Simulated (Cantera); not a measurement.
Cantera run, input and output.

```python
import numpy as np
import cantera as ct

gas = ct.Solution("h2o2.yaml")
gas.TPX = 950, 54000, {'H2': 0.66, 'O2': 1, 'N2': 11}
reactor = ct.IdealGasConstPressureReactor(gas, energy="off", clone=False)
net = ct.ReactorNet([reactor])
net.rtol, net.atol = 1e-08, 1e-18
show = ['H2', 'O2', 'OH', 'H', 'HO2', 'H2O2']
times = np.geomspace(8e-05, 9, 14)

steps = ct.SolutionArray(gas, extra=["t"])
rows = []
print(f"{'t/s':>10s}{'T/K':>9s}{'P/Pa':>11s}" + "".join(f"{s:>11s}" for s in show))
for t in times:
    while net.time < t:
        t_next = net.step()
        steps.append(gas.state, t=t_next)
    rows.append([np.interp(t, steps.t, y) for y in (steps.T, steps.P, *steps(*show).X.T)])
    print(f"{t:10.3e}{rows[-1][0]:9.1f}{rows[-1][1]:11.4g}" + "".join(f"{x:11.3e}" for x in rows[-1][2:]))
rate = np.gradient(steps.T, steps.t)
print("integrator steps:", len(steps.t))
if steps.T.max() > steps.T[0] + 200:
    print(f"time of steepest temperature rise: {steps.t[rate.argmax()]:.4e} s")
gas.TPX = 950, 54000, {'H2': 0.66, 'O2': 1, 'N2': 11}
gas.equilibrate("TP")
print(f"equilibrium (TP): T = {gas.T:.1f} K  " + "  ".join(f"{s} {gas[s].X[0]:.3e}" for s in show))
```

It prints:

```
       t/s      T/K       P/Pa         H2         O2         OH          H        HO2       H2O2
 8.000e-05    950.0    5.4e+04  5.213e-02  7.899e-02  2.270e-12  3.102e-11  5.299e-11  2.052e-14
 1.957e-04    950.0    5.4e+04  5.213e-02  7.899e-02  1.095e-11  1.395e-10  2.694e-10  2.060e-13
 4.788e-04    950.0    5.4e+04  5.213e-02  7.899e-02  1.792e-10  2.243e-09  4.695e-09  5.370e-12
 1.171e-03    950.0    5.4e+04  5.213e-02  7.898e-02  1.225e-07  1.433e-06  2.834e-06  6.666e-09
 2.866e-03    950.0    5.4e+04  7.790e-03  5.795e-02  8.204e-05  1.302e-04  2.664e-05  2.129e-06
 7.012e-03    950.0    5.4e+04  3.627e-03  5.603e-02  7.269e-06  5.227e-06  1.988e-05  6.435e-06
 1.716e-02    950.0    5.4e+04  2.920e-03  5.570e-02  1.140e-06  6.863e-07  1.537e-05  1.654e-05
 4.197e-02    950.0    5.4e+04  2.408e-03  5.545e-02  8.865e-07  4.449e-07  1.367e-05  2.473e-05
 1.027e-01    950.0    5.4e+04  1.637e-03  5.509e-02  7.005e-07  2.453e-07  1.106e-05  2.282e-05
 2.512e-01    950.0    5.4e+04  8.199e-04  5.472e-02  4.891e-07  8.939e-08  7.206e-06  1.218e-05
 6.146e-01    950.0    5.4e+04  2.800e-04  5.447e-02  2.921e-07  1.875e-08  3.434e-06  3.222e-06
 1.504e+00    950.0    5.4e+04  7.218e-05  5.437e-02  1.374e-07  2.279e-09  1.200e-06  4.223e-07
 3.679e+00    950.0    5.4e+04  1.861e-05  5.435e-02  5.288e-08  2.276e-10  3.680e-07  4.075e-08
 9.000e+00    950.0    5.4e+04  5.259e-06  5.434e-02  2.114e-08  2.654e-11  1.150e-07  4.135e-09
integrator steps: 1836
equilibrium (TP): T = 950.0 K  H2 5.731e-12  O2 5.434e-02  OH 2.510e-08  H 1.824e-15  HO2 9.131e-11  H2O2 1.317e-11
```

Computed with Cantera and the H2/O2 subset of GRI-Mech 3.0, which has no nitrogen chemistry. The temperature is held fixed by assumption; the heat of reaction is taken as removed at once.
